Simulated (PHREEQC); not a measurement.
Dissolve 23 mmol/kgw H3PO4, 1.2 mmol/kgw HF and 0.3 mmol/kgw H4SiO4 at 25 °C. Closed to the air; pH follows from the charge balance.

Model: ion-association model, wateq4f.dat, run in PHREEQC.

No solid was allowed to form.

Question: Order these F species by the share of F that they hold, largest first: H2F2, F-, HF, SiF6-2.

Answer: HF (92 %), F- (7.2 %), SiF6-2 (0.61 %), H2F2 (0.53 %)

The pH is 2.03 and the ionic strength 0.0103 mol/kgw. Saturation is exceeded, for instance for Quartz (slow to form); the values hold only as long as no solid forms. Complexes and solids missing from the database can't appear. H3PO4, which wateq4f.dat lacks, is added to it with the constant of phreeqc.dat. SiF6-2 is the database's only silicon fluoride.
